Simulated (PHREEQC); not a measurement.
Dissolve 0.0015 mol NH4Cl and 0.00049 mol Na2CO3 per kg of water at 20 °C. Closed to the air; pH follows from the charge balance.

Computed with PHREEQC (ion-association model, phreeqc.dat).

Precipitation was switched off in this run.

Problem. Estimate the pH, specific conductance.

Solution. pH 9.06; specific conductance 228 µS/cm.

Problem. In which forms is N present?

Solution. NH4+ 70 %, NH3 30 % of the N.

Species that the database lacks are ignored.
